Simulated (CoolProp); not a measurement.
Vapour-liquid equilibrium of CHF3 (R23) (1) + C2F6 (R116) (2) at 432 kPa; x and y are mole fractions of (1).

Computed with CoolProp (multi-fluid Helmholtz-energy mixture model, Penoncello 2003 and Lemmon 2006; pair parameters Bell 2016).

```tsv
x	bubble temperature (K)	y at the bubble point	dew temperature at overall composition x (K)	liquid density (mol/L)
0.05	223.6	0.152	226.0	10.83
0.125	220.2	0.298	224.3	11.28
0.2	218.1	0.389	222.5	11.72
0.275	216.8	0.450	220.7	12.17
0.35	216.0	0.494	219.0	12.64
0.425	215.5	0.529	217.3	13.15
0.5	215.3	0.559	215.9	13.71
0.575	215.1	0.588	215.2	14.32
0.65	215.2	0.619	215.4	14.99
0.725	215.4	0.656	216.2	15.73
0.8	215.9	0.704	217.3	16.54
0.875	216.9	0.775	218.5	17.40
0.95	218.7	0.886	219.8	18.32
```

y crosses x between x = 0.575 and 0.65: the model has an azeotrope there.

The pair parameters rest on a limited set of measurements; away from them the model extrapolates.
